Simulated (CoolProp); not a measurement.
o-xylene along the isotherm 620 K: Z from the reference equation and from simpler models built on Tc = 630.3 K, pc = 37.37 bar, ω = 0.312; each cubic takes its own stable root.

Values from CoolProp's reference Helmholtz-energy equation of state, Zhou 2012.

```json
[
 {"p (bar)": "1.18", "phase": "gas", "reference": "0.9874"},
 {"p (bar)": "2.43", "phase": "gas", "reference": "0.9739"},
 {"p (bar)": "4.98", "phase": "gas", "reference": "0.9457"},
 {"p (bar)": "10.2", "phase": "gas", "reference": "0.8845"},
 {"p (bar)": "21", "phase": "gas", "reference": "0.7339"},
 {"p (bar)": "43.2", "phase": "liquid", "reference": "0.1854"},
 {"p (bar)": "88.6", "phase": "liquid", "reference": "0.3307"},
 {"p (bar)": "182", "phase": "liquid", "reference": "0.6168"},
 {"p (bar)": "374", "phase": "liquid", "reference": "1.160"}
]
```

Problem. How far does each simpler model (van der Waals, Redlich-Kwong) lie from the reference over these 9 states: mean and median of the absolute difference, and the worst?

Solution. 
- van der Waals: mean 22.6 %, median 7.5 %, worst +56.1 % at 620 K and 43.2 bar
- Redlich-Kwong: mean 7.9 %, median 3.7 %, worst +27.0 % at 620 K and 43.2 bar
